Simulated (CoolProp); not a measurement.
Vapour pressure (kPa) of hexamethyldisiloxane (MM): the reference equation beside estimates from Tc = 245.6 °C, pc = 1931 kPa, ω = 0.418. Clausius-Clapeyron is anchored at 109.65 °C with a constant enthalpy of vaporisation of 30.50 kJ/mol.

Computed with CoolProp (reference Helmholtz-energy equation of state, Thol 2016).

```tsv
T (°C)	reference	Lee-Kesler	Clausius-Clapeyron	Redlich-Kwong
100.95	102.6	103.0	104.9	216.2
105.35	116.4	116.9	117.6	237.5
109.65	131.1	131.8	131.1	259.8
113.95	147.3	148.2	145.8	283.5
118.25	164.9	166.1	161.8	308.6
122.65	184.6	186.0	179.6	336.0
126.95	205.6	207.3	198.4	364.3
131.25	228.3	230.3	218.7	394.2
```

Absolute difference from the reference over all 8 rows, mean and median: Lee-Kesler 0.6 and 0.7 %, Clausius-Clapeyron 2.1 and 2.1 %, Redlich-Kwong 90.6 and 89.8 %.
